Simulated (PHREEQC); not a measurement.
Make-up at 25 °C: 0.13 mol NaHCO3 and 0.0059 mol KOH per kg of water. Closed to the air; pH follows from the charge balance.

Computed with PHREEQC (ion-association model, phreeqc.dat).

No solid was allowed to form.

Question: Order these C species by the share of C that they hold, largest first: NaHCO3, CO2, HCO3-, CO3-2, NaCO3-.

Answer: HCO3- (91 %), NaHCO3 (3.6 %), CO3-2 (2.8 %), NaCO3- (2.3 %), CO2 (0.51 %)

Question: Order these Na species by the share of Na that they hold, largest first: NaHCO3, NaCO3-, Na+.

Answer: Na+ (94 %), NaHCO3 (3.6 %), NaCO3- (2.3 %)

The pH is 8.48 and the ionic strength 0.132 mol/kgw. Species that the database lacks are ignored.
